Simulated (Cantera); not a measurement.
An isothermal, constant-pressure homogeneous reactor starts with N₂O : O₂ = 1 : 2.5 (molar parts), at 1423 K and 13300 Pa.

Cantera simulation using GRI-Mech 3.0 (53 species, 325 reactions); the numbers are that mechanism's predictions, not measurements. GRI-Mech 3.0 was tuned for natural gas; its chemistry of N2O as a main component is partial and can be far from experiment. The temperature is held fixed by assumption; the heat of reaction is taken as removed at once.

x: mole fraction; the columns are a selection and need not sum to one.

| t (s) | x N₂O | x O₂ | x O | x NO | x NO₂ | x N₂ |
|---|---|---|---|---|---|---|
| 0.000300 | 0.285 | 0.714 | 3.19e-5 | 3.77e-5 | 9.66e-10 | 0.000194 |
| 0.000868 | 0.285 | 0.714 | 3.27e-5 | 0.000134 | 1.15e-8 | 0.000607 |
| 0.00251 | 0.283 | 0.714 | 3.27e-5 | 0.000412 | 1.00e-7 | 0.00180 |
| 0.00727 | 0.279 | 0.714 | 3.27e-5 | 0.00121 | 6.96e-7 | 0.00521 |
| 0.0211 | 0.267 | 0.715 | 3.26e-5 | … | … | … |
| 0.0609 | … | 0.716 | 3.24e-5 | … | … | … |
| 0.176 | 0.164 | 0.718 | 3.18e-5 | 0.0220 | 3.07e-5 | 0.0953 |
| 0.510 | 0.0624 | 0.722 | 2.88e-5 | 0.0400 | 5.87e-5 | 0.175 |
| 1.48 | 0.00628 | 0.725 | 1.30e-5 | 0.0484 | 9.73e-5 | 0.220 |
| 4.28 | 6.10e-5 | 0.726 | 3.27e-6 | 0.0487 | 0.000221 | 0.226 |
| 12.4 | 6.61e-7 | 0.726 | 3.16e-6 | 0.0487 | 0.000226 | 0.226 |
| 35.8 | 6.59e-7 | 0.726 | 3.16e-6 | 0.0486 | 0.000225 | 0.226 |
| 104 | 6.55e-7 | 0.726 | 3.16e-6 | 0.0484 | 0.000225 | 0.226 |
| 300 | 6.41e-7 | 0.726 | 3.16e-6 | 0.0479 | 0.000222 | 0.226 |

Complete the blanks.


- 0.0211, x NO: 0.00342
- 0.0211, x NO₂: 3.48e-6
- 0.0211, x N₂: 0.0148
- 0.0609, x N₂O: 0.235
- 0.0609, x NO: 0.00924
- 0.0609, x NO₂: 1.19e-5
- 0.0609, x N₂: 0.0398
